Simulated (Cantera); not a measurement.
A closed system holds: 1 mol MgCO3, 0.053 mol H2S, 3.7 mol CO2, equilibrated at 775 K and 710000 Pa.

These are equilibrium values from Cantera (NASA tables, ideal gas, pure condensed phases), not measurements of a reactor. Candidate condensed phases: C, C6H6, C7H8, C8H18, H2O, H2SO4, Mg, MgCO3, MgO, Mg(OH)2, MgS, MgSO4, S; 130 gas species. Gases not in the tables: S3 to S7. The numbers say what is thermodynamically allowed, not how fast it happens.

Base state: CO2 0.982, H2O 0.00613, COS 0.00525, H2S 0.00499, CO 0.000929, S2 0.000430, SO2 3.06e-5, H2 2.93e-5 (mole fractions); condensed: MgO(s).

### Question
What changes in the equilibrium state with this change: H2S from 0.053 to 2.7 mol?

### Answer
```csv
species,before,after
CO2,0.982,0.597
H2S,0.00499,0.326
H2O,0.00613,0.0377
COS,0.00525,0.0339
CS2,6.72e-6,0.000461
H2,2.93e-5,0.000918
SO2,3.06e-5,2.45e-6
S2,0.000430,0.00187
"MgO(s), mol",1.00,1.00
```

### Question
What changes in the equilibrium state with this change: temperature from 775 K to 1400 K?

### Answer
```tsv
species	before	after
CO2	0.982	0.946
CO	0.000929	0.0322
H2O	0.00613	0.0108
SO2	3.06e-5	0.0107
SO	<1e-9	2.33e-5
H2S	0.00499	2.02e-5
COS	0.00525	0.000125
S2	0.000430	5.31e-5
H2	2.93e-5	0.000170
MgO(s), mol	1.00	1.00
```
